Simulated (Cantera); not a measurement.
Feed: 1 mol CH3SiH3, 0.061 mol CH4, 19 mol H2, 0.074 mol C2H2, equilibrated at 2350 °C and 0.140 bar.

Method: chemical equilibrium by Gibbs-energy minimisation in Cantera with the NASA 1993 tables (ideal gas, pure condensed phases). Candidate condensed phases: C, C6H6, C7H8, C8H18, Si, SiC; 87 gas species. The feed counts by its element totals alone. Gases not in the tables: Si2H6 and higher silanes. Kinetics and transport are ignored.

Base state: H2 0.845, H 0.104, Si 0.0228, C2H2 (acetylene) 0.0145, SiC2 0.00801, Si2C 0.00385, SiH 0.00174, SiH2 0.000369 (mole fractions); condensed: gas only.

Task: What changes in the equilibrium state with this change: pressure from 0.140 bar to 13.0 mbar?

Result: 
| species | before | after |
|---|---|---|
| H2 | 0.845 | 0.653 |
| H | 0.104 | 0.299 |
| Si | 0.0228 | 0.0258 |
| Si2C | 0.00385 | 0.000463 |
| C2H2 (acetylene) | 0.0145 | 0.0115 |
| CH4 | 1.22e-5 | 6.87e-7 |
| SiH2 | 0.000369 | 2.99e-5 |
